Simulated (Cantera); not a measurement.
Input (Python, Cantera):

```python
import numpy as np
import cantera as ct

gas = ct.Solution("gri30.yaml")
gas.TPX = 1375, 2300000, {'CH4': 1, 'O2': 6.06, 'N2': 22.8}
reactor = ct.IdealGasReactor(gas, energy="on", clone=False)
net = ct.ReactorNet([reactor])
net.rtol, net.atol = 1e-08, 1e-16
show = ['CH4', 'O2', 'O', 'HCN', 'CH2', 'CO2']
times = np.geomspace(8e-06, 1, 11)

steps = ct.SolutionArray(gas, extra=["t"])
rows = []
print(f"{'t/s':>10s}{'T/K':>9s}{'P/Pa':>11s}" + "".join(f"{s:>11s}" for s in show))
for t in times:
    while net.time < t:
        t_next = net.step()
        steps.append(gas.state, t=t_next)
    rows.append([np.interp(t, steps.t, y) for y in (steps.T, steps.P, *steps(*show).X.T)])
    print(f"{t:10.3e}{rows[-1][0]:9.1f}{rows[-1][1]:11.4g}" + "".join(f"{x:11.3e}" for x in rows[-1][2:]))
rate = np.gradient(steps.T, steps.t)
print("integrator steps:", len(steps.t))
if steps.T.max() > steps.T[0] + 200:
    print(f"time of steepest temperature rise: {steps.t[rate.argmax()]:.4e} s")
gas.TPX = 1375, 2300000, {'CH4': 1, 'O2': 6.06, 'N2': 22.8}
gas.equilibrate("UV")
print(f"equilibrium (UV): T = {gas.T:.1f} K  " + "  ".join(f"{s} {gas[s].X[0]:.3e}" for s in show))
```

Output:

```
       t/s      T/K       P/Pa        CH4         O2          O        HCN        CH2        CO2
 8.000e-06   1375.0    2.3e+06  3.349e-02  2.029e-01  3.047e-09  5.481e-19  1.244e-13  3.780e-11
 2.587e-05   1375.0    2.3e+06  3.347e-02  2.029e-01  1.934e-08  1.448e-17  4.975e-12  4.047e-09
 8.365e-05   1377.4  2.304e+06  3.311e-02  2.027e-01  1.132e-07  1.126e-15  1.343e-10  4.712e-07
 2.705e-04   2279.7  3.816e+06  8.696e-16  1.353e-01  2.641e-04  9.155e-13  2.482e-15  3.331e-02
 8.747e-04   2278.6  3.814e+06  7.297e-20  1.351e-01  2.622e-04  6.793e-14  1.993e-19  3.332e-02
 2.828e-03   2275.3  3.809e+06  3.364e-21  1.345e-01  2.568e-04  6.455e-14  2.124e-21  3.332e-02
 9.146e-03   2266.8  3.794e+06  2.893e-21  1.330e-01  2.432e-04  5.642e-14  1.729e-21  3.333e-02
 2.958e-02   2253.8  3.772e+06  2.293e-21  1.308e-01  2.236e-04  4.572e-14  1.252e-21  3.334e-02
 9.564e-02   2248.9  3.764e+06  2.097e-21  1.299e-01  2.166e-04  4.217e-14  1.106e-21  3.334e-02
 3.092e-01   2248.8  3.764e+06  2.094e-21  1.299e-01  2.164e-04  4.211e-14  1.104e-21  3.334e-02
 1.000e+00   2248.8  3.764e+06  2.094e-21  1.299e-01  2.164e-04  4.211e-14  1.104e-21  3.334e-02
integrator steps: 1889
time of steepest temperature rise: 2.0051e-04 s
equilibrium (UV): T = 2248.8 K  CH4 3.062e-21  O2 1.299e-01  O 2.164e-04  HCN 4.211e-14  CH2 2.704e-21  CO2 3.334e-02
```

Detailed kinetics in Cantera: GRI-Mech 3.0 (53 species, 325 reactions). The pressure lies above the range GRI-Mech 3.0 was tuned for (to about 10 atm).
